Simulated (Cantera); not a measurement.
A perfectly stirred reactor is fed with CH4 : O2 : N2 = 1 : 3.64 : 14.5 (molar parts), equivalence ratio 0.55, at 0.460 bar; it is adiabatic with a 500 K inlet, and is followed from long to short residence time, starting on the burning branch (τ in s: 0.044, 0.019, 0.0078, 0.0033, 0.0014, 0.0006, 0.00025, 0.00011, 4.5e-05).

Computed with Cantera and GRI-Mech 3.0 (53 species, 325 reactions).

Question: What does this change do: CH4 1 to 1.4 parts?

Answer: 
```tsv
quantity	before	after
blow-out, bracketed by the residence times tried	burning at 0.600 ms, out at 0.250 ms	burning at 0.250 ms, out at 0.110 ms
x(CH4) at τ = 44.0 ms	2.77e-5	1.19e-5
x(O2) at τ = 44.0 ms	0.0856	0.0437
x(CH2O) at τ = 44.0 ms	3.05e-6	1.80e-6
x(H2) at τ = 44.0 ms	0.000321	0.00138
x(O) at τ = 44.0 ms	0.000538	0.000976
x(CH4) at τ = 1.40 ms	0.000326	0.000148
x(O2) at τ = 1.40 ms	0.0890	0.0494
x(CH2O) at τ = 1.40 ms	3.30e-5	1.84e-5
x(H2) at τ = 1.40 ms	0.00208	0.00601
x(O) at τ = 1.40 ms	0.00292	0.00468
```

Question: What does this change do: inlet temperature 500 to 675 K?

Answer: 
| quantity | before | after |
|---|---|---|
| blow-out, bracketed by the residence times tried | burning at 0.600 ms, out at 0.250 ms | burning at 0.250 ms, out at 0.110 ms |
| x(CH4) at τ = 44.0 ms | 2.77e-5 | 1.73e-5 |
| x(O2) at τ = 44.0 ms | 0.0856 | 0.0853 |
| x(CH2O) at τ = 44.0 ms | 3.05e-6 | 2.19e-6 |
| x(H2) at τ = 44.0 ms | 0.000321 | 0.000400 |
| x(O) at τ = 44.0 ms | 0.000538 | 0.000713 |
| x(CH4) at τ = 1.40 ms | 0.000326 | 0.000189 |
| x(O2) at τ = 1.40 ms | 0.0890 | 0.0876 |
| x(CH2O) at τ = 1.40 ms | 3.30e-5 | 2.28e-5 |
| x(H2) at τ = 1.40 ms | 0.00208 | 0.00241 |
| x(O) at τ = 1.40 ms | 0.00292 | 0.00405 |

Question: What does this change do: inlet temperature 500 to 425 K?

Answer: 
| quantity | before | after |
|---|---|---|
| blow-out, bracketed by the residence times tried | burning at 0.600 ms, out at 0.250 ms | burning at 0.600 ms, out at 0.250 ms |
| x(CH4) at τ = 44.0 ms | 2.77e-5 | 3.47e-5 |
| x(O2) at τ = 44.0 ms | 0.0856 | 0.0857 |
| x(CH2O) at τ = 44.0 ms | 3.05e-6 | 3.57e-6 |
| x(H2) at τ = 44.0 ms | 0.000321 | 0.000292 |
| x(O) at τ = 44.0 ms | 0.000538 | 0.000471 |
| x(CH4) at τ = 1.40 ms | 0.000326 | 0.000438 |
| x(O2) at τ = 1.40 ms | 0.0890 | 0.0899 |
| x(CH2O) at τ = 1.40 ms | 3.30e-5 | 4.04e-5 |
| x(H2) at τ = 1.40 ms | 0.00208 | 0.00198 |
| x(O) at τ = 1.40 ms | 0.00292 | 0.00241 |
